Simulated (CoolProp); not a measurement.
Vapour-liquid equilibrium of R152A (1) + isobutane (2) at 69.75 °C; x and y are mole fractions of (1).

Model: multi-fluid Helmholtz-energy mixture model, Outcalt 1996 and Bücker 2006; pair parameters Bell 2016, in CoolProp.

| x | bubble pressure (bar) | y at the bubble point | dew pressure at overall composition x (bar) | liquid density (mol/L) |
|---|---|---|---|---|
| 0.05 | 12.13 | 0.125 | 11.32 | 8.442 |
| 0.125 | 13.84 | 0.259 | 12.14 | 8.530 |
| 0.2 | 15.27 | 0.357 | 13.05 | 8.625 |
| 0.275 | 16.46 | 0.432 | 14.06 | 8.732 |
| 0.35 | 17.44 | 0.495 | 15.17 | 8.853 |
| 0.425 | 18.24 | 0.548 | 16.34 | 8.996 |
| 0.5 | 18.88 | 0.598 | 17.52 | 9.168 |
| 0.575 | 19.38 | 0.644 | 18.60 | 9.376 |
| 0.65 | 19.74 | 0.691 | 19.43 | 9.629 |
| 0.725 | 19.95 | 0.740 | 19.90 | 9.935 |
| 0.8 | 19.98 | 0.794 | 19.97 | 10.30 |
| 0.875 | 19.80 | 0.857 | 19.70 | 10.73 |
| 0.95 | 19.31 | 0.935 | 19.19 | 11.22 |

y crosses x between x = 0.725 and 0.8: the model has an azeotrope there.

Pair parameters are fitted to limited data, so mixtures are less certain than the pure fluids.
